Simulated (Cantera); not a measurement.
Feed: 1 mol SiCl4, 0.72 mol Cl2, 11 mol H2, equilibrated at 798.15 K and 0.100 bar.

These are equilibrium values from Cantera (NASA tables, ideal gas, pure condensed phases), not measurements of a reactor. Candidate condensed phases: Si; 19 gas species. The numbers say what is thermodynamically allowed, not how fast it happens.

Base state: H2 0.808, HCl 0.114, SiCl4 0.0781, SiHCl3 0.000490 (mole fractions); condensed: gas only.

Task: What changes in the equilibrium state with this change: Cl2 from 0.72 to 1.3 mol?

Result: 
```csv
species,before,after
H2,0.808,0.729
HCl,0.114,0.196
SiCl4,0.0781,0.0749
SiHCl3,0.000490,0.000246
```
